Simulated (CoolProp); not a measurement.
Vapour-liquid equilibrium of propane (1) + R227EA (2) at 0.7 MPa; x and y are mole fractions of (1).

The numbers come from the multi-fluid Helmholtz-energy mixture model, Lemmon 2009 and Lemmon 2016; pair parameters Bell 2016 in CoolProp.

```csv
x,"bubble temperature, mixture model (°C)","bubble temperature, Raoult's law (°C)","y, mixture model","y, Raoult's law"
0.05,[?],38.2,0.163,0.094
0.15,25.4,34.9,0.390,0.260
0.25,19.7,31.8,0.522,0.403
0.35,16.2,28.9,0.602,0.525
0.45,14.0,26.1,0.656,0.630
0.55,12.7,23.5,[?],0.721
0.65,11.8,21.1,[?],0.799
0.75,11.3,18.7,0.776,0.867
0.85,11.3,16.5,0.834,0.925
0.95,12.2,14.4,[?],0.977
```

Problem. Some entries are withheld; supply them.

Solution. 
- 0.05, bubble temperature, mixture model (°C): 34.2
- 0.55, y, mixture model: 0.696
- 0.65, y, mixture model: 0.734
- 0.95, y, mixture model: 0.928

The largest gap from Raoult's law is -12.7 K in bubble temperature, at x = 0.35. y crosses x between x = 0.75 and 0.85: the model has an azeotrope there.

Pair parameters are fitted to limited data, so mixtures are less certain than the pure fluids.
